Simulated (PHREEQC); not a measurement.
A PHREEQC input (ion-association model, wateq4f.dat):

```
SOLUTION 1
  temp 25
  units mg/L
  pH 5.69
  pe 11.1
  Na 0.284
  K 0.0849
  Ca 0.441
  Mg 0.111
  Cl 0.264
  S(6) 0.11 as SO4
  Alkalinity 2.26 as HCO3
  Pb 0.00547
  Cd 0.0279
  Sr 0.0357
END
USE solution 5
EQUILIBRIUM_PHASES 1
  CO2(g) -3.4 10
END
```

It stops with these messages:

```
ERROR: Solution 5 not found.
```

The fault: USE names a solution that was never defined. The line should read `USE solution 1` where the input has `USE solution 5`. With the mend the run ends at pH 6.79 and ionic strength 6.44e-5 mol/kgw.
